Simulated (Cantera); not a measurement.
# Premixed flame

A freely propagating, adiabatic, planar premixed flame of 22.5 % H2, 16.3 % O2, 61.1 % N2, 0.166 % H2O, unburnt at 625 K and 0.109 atm; mixture-averaged transport, grid criteria slope 0.08 and curve 0.16, no radiation.

Model: the H2/O2 subset of GRI-Mech 3.0, which has no nitrogen chemistry, integrated in Cantera. Burning velocities carry a grid error of a few per cent, more on coarse grids. Lean hydrogen flames are cellular in practice and burn faster than this planar one.

```csv
z (mm),T (K),u (m/s),x H2,x O2,x OH,x HO2,x O,x H
-26.0,625,5.26,0.225,0.163,<1e-8,<1e-8,<1e-8,<1e-8
-17.3,625,5.26,0.225,0.163,<1e-8,<1e-8,<1e-8,<1e-8
-13.0,625,5.26,0.225,0.163,<1e-8,<1e-8,<1e-8,<1e-8
-8.65,625,5.26,0.225,0.163,<1e-8,4.08e-7,<1e-8,2.01e-7
-4.33,631,5.31,0.223,0.163,2.22e-5,4.10e-5,9.09e-6,0.000290
-2.16,735,6.11,0.203,0.159,0.000278,3.00e-5,0.000311,0.00681
0,1072,8.67,0.0937,0.120,0.00293,1.48e-5,0.00752,0.0470
2.16,1327,10.6,0.0270,0.0745,0.00728,7.83e-6,0.0174,0.0593
4.33,1445,11.5,0.0234,0.0686,0.00947,6.11e-6,0.0182,0.0505
8.65,1579,12.4,0.0229,0.0655,0.0120,4.78e-6,0.0171,0.0389
17.3,1723,13.4,0.0211,0.0626,0.0142,3.64e-6,0.0147,0.0274
34.6,1865,14.4,0.0178,0.0601,0.0156,2.67e-6,0.0115,0.0172
69.2,1995,15.2,0.0133,0.0581,0.0155,1.93e-6,0.00803,0.00938
```
x: mole fraction of selected species; z is measured from the peak of heat release.

| Item | Result |
|---|---|
| laminar burning velocity | 526 cm/s |
| thermal thickness | 8.65 mm |
| peak x(OH) | 0.0158 |
| peak x(HO2) | 4.12e-5 |
| peak x(O) | 0.0183 |
| peak x(H) | 0.0607 |
